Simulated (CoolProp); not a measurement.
Values from CoolProp's reference Helmholtz-energy equation of state, Lemmon 2006. It is a short technical equation, of lower accuracy than the large ones.

Give the vapour pressure (bar), liquid density (kg/m³), vapour density (kg/m³), enthalpy of vaporisation (kJ/kg) of saturated nitrous oxide at -39.65, -32.35 °C.


```
T (°C)  p (bar)  liquid density (kg/m³)  vapour density (kg/m³)  enthalpy of vaporisation (kJ/kg)
------  -------  ----------------------  ----------------------  --------------------------------
-39.65     9.50                    1070                    24.7                               310
-32.35     12.2                    1050                    31.5                               299
```
